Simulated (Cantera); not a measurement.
A closed system holds: 1 mol SiC, 0.12 mol O₂, 320 mol N₂, equilibrated at 1650 K and 1.20 bar.

These are equilibrium values from Cantera (NASA tables, ideal gas, pure condensed phases), not measurements of a reactor. Candidate condensed phases: C, Si, SiC, SiO₂, Si₂N₂O, Si₃N₄; 34 gas species. Equilibrium is a limit: real reactors are often held back by kinetics, nucleation or transport.

Question: What is the equilibrium state?

Answer: 
| Quantity | Result |
|---|---|
| x(N₂) | 0.999 |
| x(CO) | 0.000750 |
| x(SiO) | 1.45e-6 |
| n(C(graphite)) | 0.760 mol |
| n(Si₃N₄(s)) | 0.333 mol |
| gas amount | 319.6 mol |
| log10 activity of Si(s) (absent) | -2.16 |
